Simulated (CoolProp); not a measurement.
A single-stage vapour-compression cycle with C3F8 (R218): evaporating at 250.15 K (dew point), condensing at 319.15 K (bubble point), superheat 8 K, subcooling 0 K, compressor efficiency 0.85, no pressure losses. Each further row changes one setting.

Computed with CoolProp (reference Helmholtz-energy equation of state, Lemmon 2006). It is a short technical equation, of lower accuracy than the large ones.

```csv
case,cooling COP,pressure ratio,discharge temperature (K),refrigerating effect (kJ/kg),volumetric capacity (kJ/m³)
as stated,1.16,8.11,319.1,28.3,484
evaporating temperature 255.15 K,1.41,6.68,319.1,(withheld),648
condensing temperature 314.15 K,1.49,7.19,314.1,34.7,(withheld)
subcooling 5 K,(withheld),8.11,319.1,(withheld),596
superheat 18 K,1.37,8.11,321.2,36.0,(withheld)
compressor efficiency 0.75,1.02,8.11,319.1,28.3,484
```

Q: Fill in the missing entries.

A: 
- evaporating temperature 255.15 K, refrigerating effect (kJ/kg): 31.5
- condensing temperature 314.15 K, volumetric capacity (kJ/m³): 594
- subcooling 5 K, cooling COP: 1.43
- subcooling 5 K, refrigerating effect (kJ/kg): 34.9
- superheat 18 K, volumetric capacity (kJ/m³): 586

The compression ends wet for: as stated; evaporating temperature 255.15 K; condensing temperature 314.15 K; subcooling 5 K; compressor efficiency 0.75.
